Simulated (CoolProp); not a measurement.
Vapour-liquid equilibrium of propane (1) + isopentane (2) at -59.65 °C; x and y are mole fractions of (1).

Model: multi-fluid Helmholtz-energy mixture model, Lemmon 2009 and Lemmon 2006; pair parameters Kunz 2012, in CoolProp.

Problem. Give the bubble pressure and the first vapour's composition at x = 0.05, 0.25, 0.35. Is there an azeotrope?

Solution. x = 0.05: 0.004422 MPa, y = 0.763; x = 0.25: 0.01447 MPa, y = 0.940; x = 0.35: 0.01850 MPa, y = 0.958. No azeotrope shows between x = 0.05 and 0.95.

The pair parameters rest on a limited set of measurements; away from them the model extrapolates.
